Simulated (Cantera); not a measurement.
An isothermal, constant-pressure homogeneous reactor starts with 13.0 % N2O, 0.0908 % H2, 86.9 % N2, at 1450 K and 0.990 bar.

Computed with Cantera and GRI-Mech 3.0 (53 species, 325 reactions). GRI-Mech 3.0 was tuned for natural gas; its chemistry of N2O as a main component is partial and can be far from experiment. The temperature is held fixed by assumption; the heat of reaction is taken as removed at once.

x: mole fraction; the columns are a selection and need not sum to one.

```
t (s)          x N2O        x H2       x NO2    x H2O2       x HO2     x H2O
--------  ----------  ----------  ----------  --------  ----------  --------
7.00e-5        0.129    0.000862     1.94e-8   2.38e-9     1.03e-6   2.75e-5
0.000228       0.129    0.000602     7.82e-7   1.56e-8     3.32e-6  0.000264
0.000743       0.126    0.000158     6.93e-6   9.85e-9     2.53e-6  0.000719
0.00242        0.120     9.56e-6     2.31e-5   2.63e-9     9.08e-7  0.000879
0.00788        0.102     1.41e-7     4.76e-5   1.92e-9     3.57e-7  0.000882
0.0257        0.0615     1.21e-7     8.83e-5   1.66e-9     1.46e-7  0.000866
0.0837        0.0159     7.28e-8    0.000122  8.73e-10     6.00e-8  0.000851
0.273     (withheld)  (withheld)  (withheld)  1.03e-10  (withheld)  0.000851
0.888        2.39e-7     3.64e-9     6.11e-5  2.94e-11     4.24e-9  0.000852
2.89         1.62e-7     3.64e-9     6.11e-5  2.94e-11     4.24e-9  0.000852
9.42         1.61e-7     3.64e-9     6.10e-5  2.94e-11     4.24e-9  0.000852
30.7         1.60e-7     3.64e-9     6.07e-5  2.94e-11     4.25e-9  0.000852
100          1.57e-7     3.63e-9     5.99e-5  2.94e-11     4.26e-9  0.000852
```

Task: Complete the blanks.

Result: 
- 0.273, x N2O: 0.000671
- 0.273, x H2: 1.01e-8
- 0.273, x NO2: 9.76e-5
- 0.273, x HO2: 1.29e-8
